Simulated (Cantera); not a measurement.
A Cantera script and its output.

```python
import numpy as np
import cantera as ct

gas = ct.Solution("gri30.yaml")


def delay(T, t_max=10):
    gas.TPX = T, 85000, {'CH3OH': 0.67, 'O2': 1.58, 'N2': 5.94}
    reactor = ct.IdealGasReactor(gas, clone=False)
    net = ct.ReactorNet([reactor])
    net.rtol, net.atol = 1e-8, 1e-16
    while net.time < t_max:
        t_old, T_old = net.time, reactor.T
        net.step()
        if reactor.T > T + 400:  # ignition: a rise of 400 K
            return t_old + (T + 400 - T_old) / (reactor.T - T_old) * (net.time - t_old)
    return np.nan


taus = []
for T in [1100, 1150, 1200, 1250, 1300, 1350]:
    taus.append(delay(T))
    print(f"T0 = {T:6g} K   tau = {taus[-1]:.4e} s")
```

It prints:

```
T0 =   1100 K   tau = 7.2525e-02 s
T0 =   1150 K   tau = 2.8161e-02 s
T0 =   1200 K   tau = 1.1896e-02 s
T0 =   1250 K   tau = 5.4245e-03 s
T0 =   1300 K   tau = 2.6532e-03 s
T0 =   1350 K   tau = 1.3842e-03 s
```

Computed with Cantera and GRI-Mech 3.0 (53 species, 325 reactions). GRI-Mech 3.0 was tuned for natural gas; its chemistry of methanol as a main component is partial and can be far from experiment.
